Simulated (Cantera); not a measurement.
**Reactions in the system Ca-N-O**

Standard-state values (1 bar) from the NASA 1993 polynomials, evaluated with Cantera. Values are per mole of reaction as written; species without (g) are pure solids or liquids, kept so even where they would boil at 1 bar.

2 CaO + N₂(g) ⇌ 2 NO(g) + 2 Ca

| T (K) | ΔH° (kJ) | ΔS° (J/K) | ΔG° (kJ) | log10 K | condensed phases |
|---|---|---|---|---|---|
| 648 | 1450.0 | 232.7 | 1299.2 | -104.73 | CaO(s), Ca(s) |
| 748 | 1451.2 | 234.3 | 1275.9 | -89.10 | CaO(s), Ca(s) |
| 848 | 1450.2 | 233.0 | 1252.6 | -77.15 | CaO(s), Ca(s) |
| 948 | 1449.2 | 232.0 | 1229.3 | -67.73 | CaO(s), Ca(s) |
| 1048 | 1448.5 | 231.3 | 1206.2 | -60.12 | CaO(s), Ca(s) |
| 1148 | 1465.4 | 246.4 | 1182.5 | -53.80 | CaO(s), Ca(l) |
| 1248 | 1465.6 | 246.6 | 1157.9 | -48.46 | CaO(s), Ca(l) |
| 1348 | 1465.8 | 246.7 | 1133.2 | -43.91 | CaO(s), Ca(l) |
| 1448 | 1465.9 | 246.8 | 1108.5 | -39.99 | CaO(s), Ca(l) |
| 1548 | 1465.9 | 246.8 | 1083.9 | -36.57 | CaO(s), Ca(l) |
